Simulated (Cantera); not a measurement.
A Cantera script and what it prints.

```python
import numpy as np
import cantera as ct

gas_names = """
    CL CLO CL2 O O2 O3 Si SiCL SiCL2 SiCL3 SiCL4 SiO SiO2 Si2 Si3
""".split()
cond_names = """
    Si(cr) Si(L) SiO2(Lqz) SiO2(hqz) SiO2(L)
""".split()


def load(file, names, dense=False):
    # The tables refer to 1 bar. Condensed volumes are neglected.
    table = {s.name: s for s in ct.Species.list_from_file(file)}
    out = []
    for n in names:
        d = dict(table[n].input_data)
        d["thermo"] = dict(d["thermo"], **{"reference-pressure": 1e5})
        if dense:
            d["equation-of-state"] = {"model": "constant-volume", "density": "1e6 g/cm^3"}
        out.append(ct.Species.from_dict(d))
    return out


gas = ct.Solution(thermo="ideal-gas", species=load("nasa_gas.yaml", gas_names))
cond = {s.name: ct.Solution(thermo="fixed-stoichiometry", species=[s], name=s.name)
        for s in load("nasa_condensed.yaml", cond_names, dense=True)}
atoms = {
    'SiO2': {'Si': 1, 'O': 2},
    'SiCl4': {'Si': 1, 'CL': 4},
    'O2': {'O': 2},
}
top_T = {}  # K; cautious upper limits of use, not melting points


def equilibrate(T, P, feed):
    n = {}
    for name, mol in feed.items():
        for a, k in atoms[name].items():
            n[a] = n.get(a, 0.0) + k * mol
    gas.TPX = T, P, n
    mass = sum(n.values()) * gas.mean_molecular_weight
    gas.equilibrate("TP")
    valid = [c for c in cond.values() if c.min_temp <= T <= top_T.get(c.name, c.max_temp)]
    mix = ct.Mixture([(gas, mass / gas.mean_molecular_weight)] + [(c, 0.0) for c in valid])
    mix.T, mix.P = T, P
    mix.equilibrate("TP", solver="vcs", rtol=1e-11, max_steps=5000)
    return mix


results = []
T = 975  # K
P = 2.1  # Pa
for m in [0.3, 0.43, 0.6, 0.85, 1.2, 1.7, 2.4, 3.4]:
    feed = {'SiO2': 1, 'SiCl4': m, 'O2': 1.8}  # mol
    mix = equilibrate(T, P, feed)
    results.append((T, P, feed, dict(zip(mix.species_names, mix.species_moles))))
    x = sorted(zip(gas.X, gas.species_names), reverse=True)
    print(f"T = {T:g} K  P = {P:g} Pa  n(SiCl4) = {m:g} mol  gas = {mix.phase_moles(0):.4g} mol")
    print("   x: " + "  ".join(f"{s} {v:.3e}" for v, s in x if v > 0.0001))
    print("   condensed (mol): " + ("  ".join(f"{mix.phase(i).name} {mix.phase_moles(i):.4g}"
          for i in range(1, mix.n_phases) if mix.phase_moles(i) > 1e-12) or "none"))
```

Output:

```
T = 975 K  P = 2.1 Pa  n(SiCl4) = 0.3 mol  gas = 2.132 mol
   x: O2 7.036e-01  CL2 2.665e-01  CL 2.983e-02
   condensed (mol): SiO2(hqz) 1.3
T = 975 K  P = 2.1 Pa  n(SiCl4) = 0.43 mol  gas = 2.269 mol
   x: O2 6.037e-01  CL2 3.616e-01  CL 3.474e-02
   condensed (mol): SiO2(hqz) 1.43
T = 975 K  P = 2.1 Pa  n(SiCl4) = 0.6 mol  gas = 2.449 mol
   x: O2 4.901e-01  CL2 4.703e-01  CL 3.962e-02
   condensed (mol): SiO2(hqz) 1.6
T = 975 K  P = 2.1 Pa  n(SiCl4) = 0.85 mol  gas = 2.711 mol
   x: CL2 6.046e-01  O2 3.504e-01  CL 4.493e-02
   condensed (mol): SiO2(hqz) 1.85
T = 975 K  P = 2.1 Pa  n(SiCl4) = 1.2 mol  gas = 3.077 mol
   x: CL2 7.548e-01  O2 1.950e-01  CL 5.020e-02
   condensed (mol): SiO2(hqz) 2.2
T = 975 K  P = 2.1 Pa  n(SiCl4) = 1.7 mol  gas = 3.6 mol
   x: CL2 9.169e-01  CL 5.532e-02  O2 2.778e-02
   condensed (mol): SiO2(hqz) 2.7
T = 975 K  P = 2.1 Pa  n(SiCl4) = 2.4 mol  gas = 4.312 mol
   x: CL2 8.089e-01  SiCL4 1.391e-01  CL 5.196e-02
   condensed (mol): SiO2(hqz) 2.8
T = 975 K  P = 2.1 Pa  n(SiCl4) = 3.4 mol  gas = 5.324 mol
   x: CL2 6.528e-01  SiCL4 3.005e-01  CL 4.668e-02
   condensed (mol): SiO2(hqz) 2.8
```

Method: chemical equilibrium by Gibbs-energy minimisation in Cantera with the NASA 1993 tables (ideal gas, pure condensed phases).
